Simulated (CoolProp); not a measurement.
Oxygen along the isotherm -142.35 °C: Z from the reference equation and from simpler models built on Tc = -118.6 °C, pc = 5046 kPa, ω = 0.022; each cubic takes its own stable root.

Computed with CoolProp (reference Helmholtz-energy equation of state, Schmidt 1985).

| p (kPa) | phase | reference |
|---|---|---|
| 473 | gas | 0.9468 |
| 946 | gas | 0.8878 |
| 1420 | gas | 0.8198 |
| 1890 | liquid | 0.06201 |
| 2370 | liquid | 0.07738 |
| 2840 | liquid | 0.09231 |
| 3310 | liquid | 0.1071 |
| 3780 | liquid | 0.1218 |
| 4260 | liquid | 0.1368 |
| 4730 | liquid | 0.1513 |
| 5200 | liquid | 0.1657 |
| 5680 | liquid | 0.1804 |
| 6150 | liquid | 0.1946 |
| 6620 | liquid | 0.2088 |
| 7100 | liquid | 0.2232 |
| 7570 | liquid | 0.2373 |

Problem. How far does each simpler model (van der Waals, Redlich-Kwong, Soave-Redlich-Kwong, Peng-Robinson) lie from the reference over these 16 states: mean and median of the absolute difference, and the worst?

Solution. 
- van der Waals: mean 156.6 %, median 42.5 %, worst +1186.7 % at -142.35 °C and 1890 kPa
- Redlich-Kwong: mean 3.5 %, median 3.8 %, worst +5.9 % at -142.35 °C and 1890 kPa
- Soave-Redlich-Kwong: mean 3.7 %, median 4.1 %, worst +6.3 % at -142.35 °C and 1890 kPa
- Peng-Robinson: mean 6.2 %, median 7.2 %, worst -8.4 % at -142.35 °C and 7570 kPa

At some of these states van der Waals gives the other phase, because its saturation line lies elsewhere.
